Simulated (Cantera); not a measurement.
Boron, boron nitride and boron oxide: B₂H₆ + N₂

A closed system holds: 1 mol B₂H₆, 0.3 mol N₂, at 750 °C and 0.690 bar.

Cantera equilibrium calculation (NASA polynomials, part measured and part estimated; ideal gas, pure solids and liquids). Candidate condensed phases: B, BN; 15 gas species. The feed counts by its element totals alone. N₂ is the only nitrogen source here; it is nearly inert below about 1500 K, so the nitride shown seldom forms there in practice. Mutual solubility and eutectic melting of coexisting phases are not modelled. Equilibrium is a limit: real reactors are often held back by kinetics, nucleation or transport.

```
Item           Result
----------  ---------
x(H₂)            1.00
n(B(s))      1.40 mol
n(BN(s))    0.600 mol
gas amount  3.000 mol
```
